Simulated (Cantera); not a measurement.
# Equilibrium for silicon epitaxy and polysilicon growth: Si2Cl6 + N2

Charge: 1 mol Si2Cl6, 35 mol N2, held at 898 K and 2.10 mbar.

Equilibrium computed with Cantera from the NASA thermochemical tables; the gas is ideal and each condensed phase is pure. Candidate condensed phases: Si, Si3N4; 13 gas species. The feed counts by its element totals alone. N2 is the only nitrogen source here; it is nearly inert below about 1500 K, so the nitride shown seldom forms there in practice. The tables' values for SiCl3 are old estimates; treat these amounts as uncertain. Rates play no part.

The x(N2) comes out as 0.959 and the x(SiCl4) comes out as 0.0415. The x(SiCl3) is 1.13e-5, the n(Si3N4(s)) comes out as 0.167 mol and the gas amount comes out as 36.17 mol. The log10 activity of Si(s) (absent) is -6.87.
